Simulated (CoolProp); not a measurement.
Saturation properties of R141b (Tc = 477.5 K, pc = 4.212 MPa, ω = 0.220).

The numbers come from the reference Helmholtz-energy equation of state, Lemmon 2006 in CoolProp. It is a short technical equation, of lower accuracy than the large ones.

```
T (K)   p (MPa)  enthalpy of vaporisation (kJ/kg)  liquid cp (kJ/(kg K))  vapour Z
-----  --------  --------------------------------  ---------------------  --------
248.3  0.007899                             248.8                  1.106    0.9932
258.3   0.01363                             244.3                  1.112    0.9901
268.3   0.02242                             239.8                  1.120    0.9860
278.3   0.03535                             235.3                  1.130    0.9809
288.4   0.05394                             230.6                  1.142    0.9745
298.4   0.07930                             226.0                  1.154    0.9669
308.4    0.1132                             221.2                  1.168    0.9580
318.4    0.1576                             216.2                  1.184    0.9475
328.4    0.2143                             211.1                  1.201    0.9355
338.4    0.2855                             205.7                  1.219    0.9218
348.5    0.3743                             200.0                  1.239    0.9063
358.5    0.4813                             194.1                  1.261    0.8891
368.5    0.6097                             187.9                  1.286    0.8699
```

It boils at 305.2 K under 1 atm.
